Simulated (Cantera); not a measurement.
An isothermal, constant-pressure homogeneous reactor starts with H₂ : O₂ = 0.071 : 1 (molar parts), equivalence ratio 0.035, at 950 K and 0.00207 atm.

Model: the H2/O2 subset of GRI-Mech 3.0, which has no nitrogen chemistry, integrated in Cantera. Radical loss at walls, strong at low pressure, is not modelled. The temperature is held fixed by assumption; the heat of reaction is taken as removed at once.

x: mole fraction; the columns are a selection and need not sum to one.

| t (s) | x H₂ | x O₂ | x OH | x O | x H | x HO₂ | x H₂O |
|---|---|---|---|---|---|---|---|
| 8.00e-5 | 0.0663 | 0.934 | <1e-12 | <1e-12 | 1.74e-12 | 1.79e-12 | <1e-12 |
| 0.000298 | 0.0663 | 0.934 | <1e-12 | <1e-12 | 6.09e-12 | 6.69e-12 | <1e-12 |
| 0.00111 | 0.0663 | 0.934 | 5.71e-12 | 8.61e-12 | 2.10e-11 | 2.50e-11 | 4.72e-12 |
| 0.00415 | 0.0663 | 0.934 | 5.35e-11 | 1.19e-10 | 1.25e-10 | 9.36e-11 | 1.51e-10 |
| 0.0155 | 0.0663 | 0.934 | ___ | 1.91e-8 | 1.66e-8 | 4.62e-10 | 3.55e-8 |
| 0.0578 | 0.0160 | 0.906 | ___ | 0.0156 | 0.0212 | 1.51e-6 | 0.0382 |
| 0.216 | 0.00102 | 0.905 | ___ | 0.0208 | 0.0118 | 1.49e-6 | 0.0596 |
| 0.804 | 0.000306 | 0.924 | ___ | 0.00608 | 0.00182 | 1.22e-6 | 0.0667 |
| 3.00 | 2.68e-5 | 0.931 | ___ | 0.000542 | 4.67e-5 | 4.96e-7 | 0.0684 |

**Question.** Some entries are withheld; supply them.

**Answer.** 
- 0.0155, x OH: 7.79e-9
- 0.0578, x OH: 0.00294
- 0.216, x OH: 0.00133
- 0.804, x OH: 0.000713
- 3.00, x OH: 0.000207
